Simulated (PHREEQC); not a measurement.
Make-up at 25 °C: 15 mmol/kgw NaHCO3 and 1.6 mmol/kgw NaOH. Closed to the air; pH follows from the charge balance.

Equilibrium calculation in PHREEQC: ion-association model, phreeqc.dat.

Precipitation was switched off in this run.

Task: Order these C species by the share of C that they hold, largest first: NaHCO3, HCO3-, NaCO3-, CO3-2, CO2.

Result: HCO3- (89 %), CO3-2 (9.0 %), NaCO3- (1.7 %), NaHCO3 (0.62 %), CO2 (0.12 %)

The pH is 9.17 and the ionic strength 0.0176 mol/kgw.
